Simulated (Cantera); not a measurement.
A Cantera script and what it prints.

```python
import numpy as np
import cantera as ct

gas_names = """
    CL CL2 H HCL H2 Si SiCL SiCL2 SiCL3 SiCL4 SiH SiHCL3 SiH2 SiH2CL2 SiH3 SiH3CL SiH4 Si2 Si3
""".split()
cond_names = """
    Si(cr) Si(L)
""".split()


def load(file, names, dense=False):
    # The tables refer to 1 bar. Condensed volumes are neglected.
    table = {s.name: s for s in ct.Species.list_from_file(file)}
    out = []
    for n in names:
        d = dict(table[n].input_data)
        d["thermo"] = dict(d["thermo"], **{"reference-pressure": 1e5})
        if dense:
            d["equation-of-state"] = {"model": "constant-volume", "density": "1e6 g/cm^3"}
        out.append(ct.Species.from_dict(d))
    return out


gas = ct.Solution(thermo="ideal-gas", species=load("nasa_gas.yaml", gas_names))
cond = {s.name: ct.Solution(thermo="fixed-stoichiometry", species=[s], name=s.name)
        for s in load("nasa_condensed.yaml", cond_names, dense=True)}
atoms = {
    'SiCl4': {'Si': 1, 'CL': 4},
    'HCl': {'H': 1, 'CL': 1},
    'H2': {'H': 2},
}
top_T = {}  # K; cautious upper limits of use, not melting points


def equilibrate(T, P, feed):
    n = {}
    for name, mol in feed.items():
        for a, k in atoms[name].items():
            n[a] = n.get(a, 0.0) + k * mol
    gas.TPX = T, P, n
    mass = sum(n.values()) * gas.mean_molecular_weight
    gas.equilibrate("TP")
    valid = [c for c in cond.values() if c.min_temp <= T <= top_T.get(c.name, c.max_temp)]
    mix = ct.Mixture([(gas, mass / gas.mean_molecular_weight)] + [(c, 0.0) for c in valid])
    mix.T, mix.P = T, P
    mix.equilibrate("TP", solver="vcs", rtol=1e-11, max_steps=5000)
    return mix


results = []
feed = {'SiCl4': 1, 'HCl': 0.76, 'H2': 17}  # mol
P = 10000  # Pa
for T in [1248, 1273, 1298, 1323, 1348, 1373, 1398, 1423, 1448, 1473]:
    mix = equilibrate(T, P, feed)
    results.append((T, P, feed, dict(zip(mix.species_names, mix.species_moles))))

top = {s: max(r[3][s] / sum(r[3][g] for g in gas_names) for r in results) for s in gas_names}
cols = sorted((s for s in top if top[s] > 0.001), key=lambda s: -top[s])[:9]
seen = [c for c in cond_names if any(r[3].get(c, 0) > 1e-12 for r in results)]
print("log10 of partial pressures in bar; condensed amounts in mol")
print(f"{'T/K':>10s}" + "".join(f"{s[:9]:>10s}" for s in cols + seen))
for T, P, feed, n in results:
    ng = sum(n[g] for g in gas_names)
    print(f"{T:10.4g}" + "".join(f"{np.log10(max(n[s] / ng * P / 1e5, 1e-99)):10.3f}" for s in cols)
          + "".join(f"{n.get(c, 0):10.4g}" for c in seen))
```

Result:

```
log10 of partial pressures in bar; condensed amounts in mol
       T/K        H2       HCL     SiCL2     SiCL4    SiHCL3     SiCL3
      1248    -1.063    -2.084    -2.880    -2.628    -3.060    -3.183
      1273    -1.066    -2.051    -2.776    -2.697    -3.110    -3.144
      1298    -1.069    -2.019    -2.688    -2.775    -3.171    -3.120
      1323    -1.073    -1.991    -2.615    -2.865    -3.242    -3.109
      1348    -1.076    -1.965    -2.554    -2.966    -3.322    -3.110
      1373    -1.078    -1.944    -2.504    -3.077    -3.410    -3.123
      1398    -1.081    -1.926    -2.463    -3.197    -3.506    -3.146
      1423    -1.083    -1.911    -2.431    -3.326    -3.607    -3.177
      1448    -1.085    -1.900    -2.405    -3.460    -3.713    -3.215
      1473    -1.086    -1.891    -2.384    -3.599    -3.822    -3.259
```

Cantera equilibrium calculation (NASA polynomials, part measured and part estimated; ideal gas, pure solids and liquids). The tables' values for SiCl3 are old estimates; treat these amounts as uncertain.
